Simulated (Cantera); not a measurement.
Cantera run:

```python
import numpy as np
import cantera as ct

gas_names = """
    CL CL2 H HCL H2 N NH NH2 NH3 N2 N2H2 N2H4 Si SiCL SiCL2 SiCL3 SiCL4 SiH SiHCL3 SiH2 SiH2CL2 SiH3
    SiH3CL SiH4 SiN Si2 Si2N Si3
""".split()
cond_names = """
    NH4CL(a) NH4CL(b) Si(cr) Si(L) Si3N4(a)
""".split()


# ... load() reads the species with a 1 bar reference pressure and builds the phases ...
atoms = {
    'Si2Cl6': {'Si': 2, 'CL': 6},
    'NH3': {'N': 1, 'H': 3},
    'N2': {'N': 2},
}
top_T = {'Si3N4(a)': 2400}  # K; cautious upper limits of use, not melting points


# ... equilibrate(T, P, feed) seeds the gas with the atoms and calls Mixture.equilibrate('TP', solver="vcs", rtol=1e-11, max_steps=5000) ...
results = []
feed = {'Si2Cl6': 1, 'NH3': 5.5, 'N2': 33}  # mol
T = 1498  # K
for P in [5, 26, 140, 710, 3700, 19000, 100000]:
    mix = equilibrate(T, P, feed)
    results.append((T, P, feed, dict(zip(mix.species_names, mix.species_moles))))

top = {s: max(r[3][s] / sum(r[3][g] for g in gas_names) for r in results) for s in gas_names}
cols = sorted((s for s in top if top[s] > 0.001), key=lambda s: -top[s])[:9]
seen = [c for c in cond_names if any(r[3].get(c, 0) > 1e-12 for r in results)]
print("log10 of partial pressures in bar; condensed amounts in mol")
print(f"{'P/Pa':>10s}" + "".join(f"{s[:9]:>10s}" for s in cols + seen))
for T, P, feed, n in results:
    ng = sum(n[g] for g in gas_names)
    print(f"{P:10.4g}" + "".join(f"{np.log10(max(n[s] / ng * P / 1e5, 1e-99)):10.3f}" for s in cols)
          + "".join(f"{n.get(c, 0):10.4g}" for c in seen))
```

Result:

```
log10 of partial pressures in bar; condensed amounts in mol
      P/Pa        N2        H2       HCL     SiCL2     SiCL4    Si(cr)  Si3N4(a)
         5    -4.420    -5.117    -5.654    -5.685   -10.568   0.03775         0
        26    -3.705    -4.423    -4.789    -5.073    -8.919         0     0.156
       140    -2.975    -3.723    -3.922    -4.527    -7.341         0     0.331
       710    -2.270    -3.045    -3.129    -4.088    -5.994         0    0.4769
      3700    -1.554    -2.347    -2.365    -3.735    -4.809         0    0.5712
   1.9e+04    -0.843    -1.643    -1.636    -3.455    -3.776         0    0.6129
     1e+05    -0.122    -0.922    -0.914    -3.213    -2.811         0    0.6231
```

These are equilibrium values from Cantera (NASA tables, ideal gas, pure condensed phases), not measurements of a reactor. The feed counts by its element totals alone. The tables' values for SiCl3, SiCl are old estimates; treat these amounts as uncertain.
